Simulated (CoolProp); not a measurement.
Vapour-liquid equilibrium of CHF3 (R23) (1) + propylene (2) at 266.3 K; x and y are mole fractions of (1).

Computed with CoolProp (multi-fluid Helmholtz-energy mixture model, Penoncello 2003 and Lemmon 2013; pair parameters Bell 2016).

Give the bubble pressure and the first vapour's composition at x = 0.35, 0.8, 0.95. Is there an azeotrope?

x = 0.35: 1.383 MPa, y = 0.697; x = 0.8: 1.908 MPa, y = 0.876; x = 0.95: 2.033 MPa, y = 0.961. No azeotrope shows between x = 0.05 and 0.95.

Pair parameters are fitted to limited data, so mixtures are less certain than the pure fluids.
